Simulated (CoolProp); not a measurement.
Aqueous potassium carbonate as a coolant, at 23 °C, 1 atm.

Model: Melinder's fits for secondary coolants, in CoolProp.

```tsv
mass %	freezing point (°C)	viscosity (mPa s)	conductivity (W/(m K))	density (kg/m³)	Prandtl number
4.5	-1.5	1.03	0.600	1039	6.75
8.2	-2.9	1.13	0.595	1073	7.16
11.9	-4.4	1.25	0.591	1108	7.68
15.6	-6.2	1.40	0.588	1144	8.28
19.3	-8.3	1.57	0.584	1182	9.00
23	-11.0	1.79	0.581	1220	9.87
26.7	-14.6	2.07	0.578	1260	11.0
30.4	-19.2	2.43	0.573	1302	12.5
34.1	-25.0	2.92	0.569	1344	14.6
```
